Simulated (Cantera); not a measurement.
A closed system holds: 1 mol BN, 1.5 mol HCl, at 1973 K and 0.200 bar.

Equilibrium computed with Cantera from the NASA thermochemical tables; the gas is ideal and each condensed phase is pure. Candidate condensed phases: B, BN, NH4Cl; 21 gas species. The tables' values for BCl2, BCl are old estimates; treat these amounts as uncertain. Gases not in the tables: BHCl2. The numbers say what is thermodynamically allowed, not how fast it happens.

Base state: HCl 0.696, H2 0.144, BCl3 0.0847, N2 0.0516, BCl2 0.0119, BCl 0.00670, Cl 0.00414, H 0.00114 (mole fractions); condensed: BN(s).

Task: What changes in the equilibrium state with this change: temperature from 1973 K to 1773 K?

Result: 
```json
[
 {"species": "HCl", "before": "0.696", "after": "0.768"},
 {"species": "H2", "before": "0.144", "after": "0.115"},
 {"species": "BCl3", "before": "0.0847", "after": "0.0751"},
 {"species": "N2", "before": "0.0516", "after": "0.0387"},
 {"species": "BCl2", "before": "0.0119", "after": "0.00186"},
 {"species": "BCl", "before": "0.00670", "after": "0.000362"},
 {"species": "H", "before": "0.00114", "after": "0.000216"},
 {"species": "Cl", "before": "0.00414", "after": "0.00111"},
 {"species": "BN(s), mol", "before": "0.843", "after": "0.884"}
]
```
